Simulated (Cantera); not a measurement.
Cantera with NASA thermochemical tables; ideal gases at 1 bar, condensed phases pure. Values are per mole of reaction as written; species without (g) are pure solids or liquids, kept so even where they would boil at 1 bar.

2 AlI₃(g) + O(g) = Al₂O(g) + 3 I₂, with ΔH° = -7.7 kJ and ΔS° = -307.3 J/K at 300 K.

Question: How far is the shortcut ΔG° ≈ ΔH°(300 K) − T·ΔS°(300 K) from the full temperature-dependent value at 448, 473, 498, 523, 548, 573, 598 K?

Answer: 
| T (K) | shortcut (kJ) | full (kJ) | difference (kJ) | difference in log10 K | condensed phases |
|---|---|---|---|---|---|
| 448 | 130.0 | 120.8 | 9.2 | -1.07 | I₂(l) |
| 473 | 137.7 | 124.6 | 13.0 | -1.44 | I₂(l) |
| 498 | 145.4 | 128.3 | 17.0 | -1.79 | I₂(l) |
| 523 | 153.0 | 131.9 | 21.1 | -2.11 | I₂(l) |
| 548 | 160.7 | 135.3 | 25.4 | -2.42 | I₂(l) |
| 573 | 168.4 | 138.6 | 29.8 | -2.72 | I₂(l) |
| 598 | 176.1 | 141.8 | 34.3 | -3.00 | I₂(l) |
The shortcut ignores heat capacities and the phase changes listed.
